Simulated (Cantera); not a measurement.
Feed: 1 mol TEOS, 0.25 mol NO, 0.15 mol O₃, held at 0.00133 bar.

Cantera equilibrium calculation (NASA polynomials, part measured and part estimated; ideal gas, pure solids and liquids). Candidate condensed phases: C, C₆H₆, C₇H₈, C₈H₁₈, H₂O, Si, SiC, SiO₂, Si₂N₂O, Si₃N₄; 151 gas species. The feed counts by its element totals alone. Mutual solubility and eutectic melting of coexisting phases are not modelled. The tables hold silica as quartz up to 1696 K and as liquid above; real silica turns to tridymite and cristobalite and melts near 1996 K. The numbers say what is thermodynamically allowed, not how fast it happens.

x: gas mole fraction; n: condensed amount in mol.

| T (°C) | x H₂ | x CO | x N₂ | x SiO | x H | x H₂O | n C(graphite) | n SiO₂(β-quartz) | n Si₂N₂O(s) | n SiC(s) |
|---|---|---|---|---|---|---|---|---|---|---|
| 627 | 0.780 | 0.210 | 0.00976 | <1e-12 | 2.83e-9 | 0.000529 | 5.31 | 1.00 | 0 | 0 |
| 677 | 0.780 | 0.210 | 0.00975 | <1e-12 | 1.35e-8 | 0.000204 | 5.30 | 1.00 | 0 | 0 |
| 727 | 0.780 | 0.210 | 0.00975 | 3.43e-12 | 5.49e-8 | 8.64e-5 | 5.30 | 1.00 | 0 | 0 |
| 777 | 0.780 | 0.210 | 0.00975 | 1.76e-10 | 1.96e-7 | 3.97e-5 | 5.30 | 1.00 | 0 | 0 |
| 827 | 0.780 | 0.211 | 0.00975 | 6.26e-9 | 6.25e-7 | 1.96e-5 | 5.30 | 1.00 | 0 | 0 |
| 877 | 0.780 | 0.211 | 0.00975 | 1.63e-7 | 1.80e-6 | 1.03e-5 | 5.30 | 1.000 | 0 | 0 |
| 927 | 0.777 | 0.216 | ? | 3.13e-6 | 4.76e-6 | 5.80e-6 | 5.22 | 0.948 | 0.0259 | 0 |
| 977 | 0.766 | 0.232 | ? | 4.49e-5 | 1.16e-5 | 3.57e-6 | 4.97 | 0.779 | 0.110 | 0 |
| 1027 | 0.684 | 0.314 | ? | 0.000234 | 2.51e-5 | 2.61e-6 | 2.63 | 0 | 0.107 | 0.783 |
| 1077 | 0.674 | 0.317 | 0.00842 | 0.000308 | 5.36e-5 | 1.63e-6 | 2.31 | 0 | 0 | 0.995 |
| 1127 | 0.674 | 0.317 | 0.00841 | 0.000396 | 0.000109 | 1.06e-6 | 2.31 | 0 | 0 | 0.994 |
| 1177 | 0.674 | 0.316 | 0.00840 | 0.000499 | 0.000213 | 7.10e-7 | 2.31 | 0 | 0 | 0.993 |
| 1227 | 0.674 | 0.316 | 0.00839 | 0.000620 | 0.000396 | 4.88e-7 | 2.32 | 0 | 0 | 0.991 |
| 1277 | 0.674 | 0.316 | 0.00837 | 0.000759 | 0.000708 | 3.44e-7 | 2.32 | 0 | 0 | 0.989 |

Q: Complete the blanks.

A: 
- 927, x N₂: 0.00769
- 977, x N₂: 0.00115
- 1027, x N₂: 0.00126
